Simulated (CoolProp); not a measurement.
Saturation properties of carbon monoxide (Tc = -140.3 °C, pc = 34.98 bar, ω = 0.050).

Computed with CoolProp (reference Helmholtz-energy equation of state, Lemmon 2006). It is a short technical equation, of lower accuracy than the large ones.

| T (°C) | p (bar) | vapour density (kg/m³) | surface tension (mN/m) |
|---|---|---|---|
| -173.55 | 5.284 | 20.60 | 5.80 |
| -171.65 | 6.073 | 23.60 | 5.42 |
| -169.65 | 6.991 | 27.12 | 5.02 |
| -167.75 | 7.951 | 30.86 | 4.65 |
| -165.75 | 9.062 | 35.25 | 4.27 |
| -163.85 | 10.22 | 39.90 | 3.90 |
| -161.95 | 11.47 | 45.08 | 3.54 |
| -159.95 | 12.91 | 51.20 | 3.17 |
| -158.05 | 14.39 | 57.73 | 2.82 |
| -156.05 | 16.07 | 65.50 | 2.46 |
| -154.15 | 17.80 | 73.89 | 2.12 |
| -152.15 | 19.76 | 84.03 | 1.77 |
| -150.25 | 21.77 | 95.23 | 1.45 |
| -148.25 | 24.04 | 109.2 | 1.12 |

It boils at -191.5 °C under 1 atm.

Surface tension comes from a separate correlation (Mulero 2012).
